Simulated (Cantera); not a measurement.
Feed: 1 mol CH2F2, 0.037 mol HCl, 1.9 mol H2, at 3125 °C and 750 Torr.

Cantera equilibrium calculation (NASA polynomials, part measured and part estimated; ideal gas, pure solids and liquids). Candidate condensed phases: C, C6H6, C7H8, C8H18; 118 gas species. Kinetics and transport are ignored.

**Question.** What is the equilibrium state?

**Answer.** 
| Item | Result |
|---|---|
| x(HF) | 0.429 |
| x(H2) | 0.249 |
| x(H) | 0.232 |
| x(C2H2 (acetylene)) | 0.0429 |
| x(C3) | 0.0130 |
| x(C2H) | 0.0113 |
| x(HCl) | 0.00495 |
| x(F) | 0.00469 |
| x(Cl) | 0.00307 |
| n(C(graphite)) | 0.212 mol |
| gas amount | 4.594 mol |
